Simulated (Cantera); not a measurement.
A Cantera script and its output.

```python
import numpy as np
import cantera as ct

gas = ct.Solution("gri30.yaml", transport_model="multicomponent")
show = ['NO', 'CH3', 'CH4']

rows = []
print(f"{'T/K':>7s}{'rho':>11s}{'cp':>10s}{'mu':>11s}{'lambda':>11s}{'Pr':>7s}" + "".join(f"{'D_' + s:>11s}" for s in show))
for T in [400, 650, 900, 1150, 1400, 1650, 1900]:
    gas.TPX = T, 24000, {'CH3OH': 0.48}
    Pr = gas.cp_mass * gas.viscosity / gas.thermal_conductivity
    D = [gas.mix_diff_coeffs_mole[gas.species_index(s)] for s in show]
    rows.append([gas.density, gas.cp_mass, gas.viscosity, gas.thermal_conductivity, Pr, *D])
    print(f"{T:7g}{gas.density:11.4e}{gas.cp_mass:10.1f}{gas.viscosity:11.4e}"
          f"{gas.thermal_conductivity:11.4e}{Pr:7.3f}" + "".join(f"{d:11.4e}" for d in D))
print("SI units: kg/m3, J/kg/K, Pa s, W/m/K, m2/s")
```

Result:

```
    T/K        rho        cp         mu     lambda     Pr       D_NO      D_CH3      D_CH4
    400 2.3123e-01    1604.1 1.3101e-05 2.8083e-02  0.748 1.0982e-04 1.1942e-04 1.1900e-04
    650 1.4229e-01    2212.3 2.1261e-05 6.2735e-02  0.750 2.6472e-04 2.9341e-04 2.9210e-04
    900 1.0277e-01    2642.8 2.8601e-05 1.0063e-01  0.751 4.6732e-04 5.2296e-04 5.2036e-04
   1150 8.0426e-02    2978.0 3.5151e-05 1.3932e-01  0.751 7.1122e-04 8.0014e-04 7.9594e-04
   1400 6.6065e-02    3214.4 4.1062e-05 1.7580e-01  0.751 9.9243e-04 1.1201e-03 1.1140e-03
   1650 5.6055e-02    3387.6 4.6472e-05 2.0994e-01  0.750 1.3082e-03 1.4795e-03 1.4713e-03
   1900 4.8679e-02    3513.9 5.1491e-05 2.4165e-01  0.749 1.6567e-03 1.8761e-03 1.8656e-03
SI units: kg/m3, J/kg/K, Pa s, W/m/K, m2/s
```

Computed with Cantera and GRI-Mech 3.0 (53 species, 325 reactions). Polar gases are described roughly by these parameters. The composition is frozen, though it would react at the higher temperatures.
